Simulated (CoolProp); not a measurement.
Saturation properties of dimethyl carbonate (Tc = 557.0 K, pc = 4.909 MPa, ω = 0.346).

Computed with CoolProp (reference Helmholtz-energy equation of state, Zhou 2011).

```
T (K)  p (MPa)  enthalpy of vaporisation (kJ/kg)  vapour Z
-----  -------  --------------------------------  --------
365.6   0.1091                             374.0    0.9694
384.5   0.1908                             360.4    0.9539
403.5   0.3147                             346.0    0.9338
422.4   0.4919                             330.5    0.9086
441.3   0.7368                             313.7    0.8777
460.2    1.065                             294.9    0.8399
479.2    1.496                             273.5    0.7939
498.1    2.046                             248.2    0.7374
```

It boils at 363.3 K under 1 atm.
